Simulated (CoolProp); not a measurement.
Vapour-liquid equilibrium of m-xylene (1) + n-decane (2) at 408.2 K; x and y are mole fractions of (1).

Model: multi-fluid Helmholtz-energy mixture model, Zhou 2012 and Lemmon 2006; pair parameters Bell 2016, in CoolProp.

```csv
x,"bubble pressure, mixture model (MPa)","bubble pressure, Raoult's law (MPa)","y, mixture model","y, Raoult's law"
0.05,0.03655,0.03622,0.130,0.125
0.125,0.04119,0.04053,0.285,0.280
0.2,0.04566,0.04485,0.407,0.405
0.275,0.05001,0.04916,0.505,0.508
0.35,0.05428,0.05348,0.588,0.595
0.425,0.05849,0.05779,0.659,0.668
0.5,0.06268,0.06211,0.721,0.732
0.575,0.06686,0.06642,0.776,0.787
0.65,0.07104,0.07073,0.825,0.835
0.725,0.07524,0.07505,0.869,0.878
0.8,0.07947,0.07936,0.910,0.916
0.875,0.08373,0.08368,0.946,0.950
0.95,0.08801,0.08799,0.979,0.981
```

The largest gap from Raoult's law is +1.8 % in bubble pressure, at x = 0.2. No azeotrope shows between x = 0.05 and 0.95.

The pair parameters rest on a limited set of measurements; away from them the model extrapolates.
